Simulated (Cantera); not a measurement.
Input: 1 mol CuO, 1500 mol H₂, 0.092 mol H₂O, held at 1248.15 K and 0.000780 bar.

Cantera equilibrium calculation (NASA polynomials, part measured and part estimated; ideal gas, pure solids and liquids). Candidate condensed phases: Cu, CuO, Cu(OH)₂, Cu₂O, H₂O; 12 gas species. Rates play no part.

Base state: H₂ 0.999, H₂O 0.000728, Cu 5.67e-5, H 1.68e-5 (mole fractions); condensed: Cu(s).

Problem. What changes in the equilibrium state with this change: temperature from 1248.15 K to 1625 K?

Solution. 
| species | before | after |
|---|---|---|
| H₂ | 0.999 | 0.996 |
| H | 1.68e-5 | 0.00252 |
| H₂O | 0.000728 | 0.000726 |
| Cu | 5.67e-5 | 0.000665 |
| Cu(s), mol | 0.915 | 0 |
